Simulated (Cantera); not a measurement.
Feed: 1 mol V2O3, 450 mol H2, held at 30000 Pa.

Cantera equilibrium calculation (NASA polynomials, part measured and part estimated; ideal gas, pure solids and liquids). Candidate condensed phases: H2O, V, VO, V2O3, V2O4, V2O5; 12 gas species. Mutual solubility and eutectic melting of coexisting phases are not modelled. VO: taken at fixed stoichiometry. Condensed phases not in the tables: the oxides between V2O3 and V2O5 other than VO2. Rates play no part.

x: gas mole fraction; n: condensed amount in mol.

```
T (K)   x H2     x H2O       x H     x VO2      x VO      x OH  n VO(s)  n V2O3(s)
-----  -----  --------  --------  --------  --------  --------  -------  ---------
1125   1.000  0.000224   8.11e-8    <1e-12    <1e-12    <1e-12    0.201      0.899
1200   1.000  0.000451   3.60e-7    <1e-12    <1e-12  1.30e-12    0.406      0.797
1275   0.999  0.000835   1.35e-6    <1e-12    <1e-12  1.31e-11    0.751      0.624
1350   0.999       [?]       [?]       [?]       [?]       [?]      [?]        [?]
1425   0.998   0.00222   1.24e-5  1.31e-10  1.87e-11  6.06e-10     2.00          0
1500   0.998   0.00222   3.21e-5  7.86e-10  1.77e-10   2.04e-9     2.00          0
1575   0.998   0.00222       [?]       [?]       [?]       [?]     2.00          0
1650   0.998   0.00222  0.000166   1.70e-8   8.40e-9   1.67e-8     2.00          0
1725   0.997   0.00222  0.000339   6.39e-8   4.44e-8   4.16e-8     2.00          0
```

**Question.** Complete the blanks.

**Answer.** 
- 1350, x H2O: 0.00144
- 1350, x H: 4.35e-6
- 1350, x VO2: 1.15e-11
- 1350, x VO: 1.52e-12
- 1350, x OH: 1.02e-10
- 1350, n VO(s): 1.30
- 1350, n V2O3(s): 0.351
- 1575, x H: 7.58e-5
- 1575, x VO2: 3.94e-9
- 1575, x VO: 1.34e-9
- 1575, x OH: 6.13e-9
